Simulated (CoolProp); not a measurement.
The numbers come from the reference Helmholtz-energy equation of state, Thol 2019 in CoolProp.

Give the vapour pressure (bar), liquid density (kg/m³), vapour density (kg/m³), enthalpy of vaporisation (kJ/kg) of saturated decamethylcyclopentasiloxane (D5) at 70.75 °C.


```tsv
T (°C)	p (bar)	liquid density (kg/m³)	vapour density (kg/m³)	enthalpy of vaporisation (kJ/kg)
70.75	0.00528	905	0.0686	157
```
